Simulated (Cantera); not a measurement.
**Premixed flame**

A freely propagating, adiabatic, planar premixed flame of H₂ : O₂ : N₂ : H₂O = 1 : 0.633 : 2.53 : 0.4 (molar parts), unburnt at 625 K and 1280 Torr; mixture-averaged transport, grid criteria slope 0.08 and curve 0.16, no radiation.

Model: the H2/O2 subset of GRI-Mech 3.0, which has no nitrogen chemistry, integrated in Cantera. Burning velocities carry a grid error of a few per cent, more on coarse grids.

| z (mm) | T (K) | u (m/s) | x H₂ | x O₂ | x H₂O | x H₂O₂ | x OH | x H |
|---|---|---|---|---|---|---|---|---|
| -0.656 | 625 | 4.61 | 0.219 | 0.139 | 0.0877 | <1e-8 | <1e-8 | <1e-8 |
| -0.437 | 625 | 4.61 | 0.219 | 0.139 | 0.0877 | <1e-8 | <1e-8 | <1e-8 |
| -0.328 | 625 | 4.61 | 0.219 | 0.139 | 0.0877 | <1e-8 | <1e-8 | <1e-8 |
| -0.219 | 625 | 4.61 | 0.217 | 0.139 | 0.0879 | 4.75e-8 | <1e-8 | <1e-8 |
| -0.109 | 656 | 4.75 | 0.203 | 0.141 | 0.0916 | 1.27e-5 | 2.87e-5 | 4.44e-5 |
| -0.0547 | 866 | 6.10 | 0.166 | 0.135 | 0.117 | 4.17e-5 | 0.000678 | 0.00182 |
| 0 | 1237 | 8.51 | 0.102 | 0.106 | 0.183 | 1.63e-5 | 0.00257 | 0.0111 |
| 0.0547 | 1516 | 10.3 | 0.0493 | 0.0685 | 0.250 | 5.61e-6 | 0.00716 | 0.0190 |
| 0.109 | 1670 | 11.3 | 0.0291 | 0.0506 | 0.281 | 3.26e-6 | 0.0108 | 0.0182 |
| 0.219 | 1823 | 12.3 | 0.0204 | 0.0422 | 0.298 | 1.73e-6 | 0.0127 | 0.0121 |
| 0.437 | 1955 | 13.0 | 0.0146 | 0.0383 | 0.312 | 9.85e-7 | 0.0122 | 0.00617 |
| 0.875 | 2052 | 13.6 | 0.00900 | 0.0356 | 0.323 | 6.26e-7 | 0.0103 | 0.00259 |
| 1.75 | 2114 | 14.0 | 0.00466 | 0.0341 | 0.331 | 4.12e-7 | 0.00777 | 0.000888 |
x: mole fraction of selected species; z is measured from the peak of heat release.

| Item | Value |
|---|---|
| laminar burning velocity | 461 cm/s |
| thermal thickness | 0.219 mm |
| peak x(H₂O₂) | 4.17e-5 |
| peak x(OH) | 0.0128 |
| peak x(H) | 0.0194 |
| grid points | 108 |
